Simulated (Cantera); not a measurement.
## Ignition delay

Mixture: H2 : O2 : N2 = 1 : 0.543 : 2.04 (molar parts), equivalence ratio 0.92, at 1900000 Pa, adiabatic and at constant volume. Ignition delay is the time to a rise of 400 K.

Detailed kinetics in Cantera: GRI-Mech 3.0 (53 species, 325 reactions). The hydrogen kinetics of GRI-Mech 3.0 are dated; newer H2 mechanisms differ, most at raised pressure. The pressure lies above the range GRI-Mech 3.0 was tuned for (to about 10 atm). Where the delays flatten at high temperature, the 400 K rule measures the pace of heat release, not the induction time.

```csv
T0 (K),delay (ms)
1450,0.00118
1525,0.000766
1600,0.000561
1675,0.000438
1750,0.000357
```

```yaml
apparent activation energy between 1600 and 1750 K: 70 kJ/mol
```
